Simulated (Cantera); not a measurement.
Equilibrium for silicon etching in halogen gases: Si + F2 + N2

A closed system holds: 1 mol Si, 4.8 mol F2, 0.33 mol N2, at 400 Pa.

Method: chemical equilibrium by Gibbs-energy minimisation in Cantera with the NASA 1993 tables (ideal gas, pure condensed phases). Candidate condensed phases: Si, Si3N4; 16 gas species. Equilibrium is a limit: real reactors are often held back by kinetics, nucleation or transport.

| T (°C) | x F | x F2 | x SiF4 | x N2 | x NF3 | x NF2 |
|---|---|---|---|---|---|---|
| 500 | 0.0666 | 0.606 | 0.239 | 0.0689 | 0.0199 | 1.22e-7 |
| 600 | 0.251 | 0.466 | 0.212 | 0.0693 | 0.00132 | 1.73e-7 |
| 700 | 0.549 | 0.217 | 0.176 | 0.0579 | 6.11e-5 | 1.20e-7 |
| 800 | 0.738 | 0.0587 | 0.153 | 0.0504 | 1.81e-6 | 4.52e-8 |
| 900 | 0.792 | 0.0139 | 0.146 | 0.0483 | 6.01e-8 | 1.46e-8 |
| 1000 | 0.804 | 0.00376 | 0.145 | 0.0478 | 3.03e-9 | 5.22e-9 |
| 1100 | 0.807 | 0.00121 | 0.144 | 0.0477 | 2.30e-10 | 2.13e-9 |
x: gas mole fraction; nothing condenses.

From 500 °C to 1100 °C nothing is condensed. The main Si-bearing gas is SiF4 throughout.
